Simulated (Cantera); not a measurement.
An adiabatic, constant-volume homogeneous reactor starts with C₃H₈ : O₂ : N₂ = 1 : 6.25 : 23.5 (molar parts), equivalence ratio 0.80, at 1475 K and 10.0 bar. Integrator tolerance rtol = 1e-08.

Model: GRI-Mech 3.0 (53 species, 325 reactions), integrated in Cantera. GRI-Mech 3.0 was tuned for natural gas; its chemistry of propane as a main component is partial and can be far from experiment. Above 3000 K some thermodynamic fits are extrapolated.

What does this change do: initial temperature 1475 to 1000 K?


```csv
quantity,before,after
time of steepest temperature rise,24.4 µs,66.4 ms
temperature at 0.700 s,3018 K,2814 K
equilibrium temperature,3018 K,2814 K
x(C₃H₈) at 0.700 s,<1e-12 (gas-phase equilibrium <1e-12),<1e-12 (gas-phase equilibrium <1e-12)
x(O₂) at 0.700 s,0.0381 (gas-phase equilibrium 0.0381),0.0357 (gas-phase equilibrium 0.0357)
x(OH) at 0.700 s,0.0173 (gas-phase equilibrium 0.0173),0.0103 (gas-phase equilibrium 0.0103)
x(C₂H₄) at 0.700 s,<1e-12 (gas-phase equilibrium <1e-12),<1e-12 (gas-phase equilibrium <1e-12)
x(NO) at 0.700 s,0.0198 (gas-phase equilibrium 0.0198),0.0149 (gas-phase equilibrium 0.0149)
x(CH₂O) at 0.700 s,1.29e-9 (gas-phase equilibrium 1.29e-9),3.94e-10 (gas-phase equilibrium 3.94e-10)
```

What does this change do: initial temperature 1475 to 1548 K?


```json
[
 {"quantity": "time of steepest temperature rise", "before": "24.4 µs", "after": "11.4 µs"},
 {"quantity": "temperature at 0.700 s", "before": "3018 K", "after": "3047 K"},
 {"quantity": "equilibrium temperature", "before": "3018 K", "after": "3047 K"},
 {"quantity": "x(C₃H₈) at 0.700 s", "before": "<1e-12 (gas-phase equilibrium <1e-12)", "after": "<1e-12 (gas-phase equilibrium <1e-12)"},
 {"quantity": "x(O₂) at 0.700 s", "before": "0.0381 (gas-phase equilibrium 0.0381)", "after": "0.0384 (gas-phase equilibrium 0.0384)"},
 {"quantity": "x(OH) at 0.700 s", "before": "0.0173 (gas-phase equilibrium 0.0173)", "after": "0.0185 (gas-phase equilibrium 0.0185)"},
 {"quantity": "x(C₂H₄) at 0.700 s", "before": "<1e-12 (gas-phase equilibrium <1e-12)", "after": "<1e-12 (gas-phase equilibrium <1e-12)"},
 {"quantity": "x(NO) at 0.700 s", "before": "0.0198 (gas-phase equilibrium 0.0198)", "after": "0.0206 (gas-phase equilibrium 0.0206)"},
 {"quantity": "x(CH₂O) at 0.700 s", "before": "1.29e-9 (gas-phase equilibrium 1.29e-9)", "after": "1.48e-9 (gas-phase equilibrium 1.48e-9)"}
]
```
